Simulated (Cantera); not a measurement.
A closed system holds: 1 mol SiH₄, 30 mol NH₃, 1.7 mol N₂, held at 5.70 Pa.

Equilibrium computed with Cantera from the NASA thermochemical tables; the gas is ideal and each condensed phase is pure. Candidate condensed phases: Si, Si₃N₄; 18 gas species. The tables' values for SiN are old estimates; treat these amounts as uncertain. Gases not in the tables: Si₂H₆ and higher silanes. The numbers say what is thermodynamically allowed, not how fast it happens.

x: gas mole fraction; n: condensed amount in mol.

```csv
T (K),x H₂,x N₂,x H,x Si,x SiH,n Si₃N₄(s),n Si(s)
725,0.746,0.254,1.07e-11,<1e-12,<1e-12,0.333,0
925,0.746,0.254,2.98e-8,<1e-12,<1e-12,0.333,0
1125,0.746,0.254,5.08e-6,3.68e-12,<1e-12,0.333,0
1325,0.745,0.254,0.000187,2.69e-7,…,0.333,0
1525,0.735,0.262,0.00269,0.000331,…,0,0.978
1725,0.709,0.255,0.0207,0.0149,…,0,0
1925,0.639,0.245,0.101,0.0146,…,0,0
```

What belongs in the gaps?


- 1325, x SiH: 1.27e-8
- 1525, x SiH: 6.22e-6
- 1725, x SiH: 0.000135
- 1925, x SiH: 7.16e-5
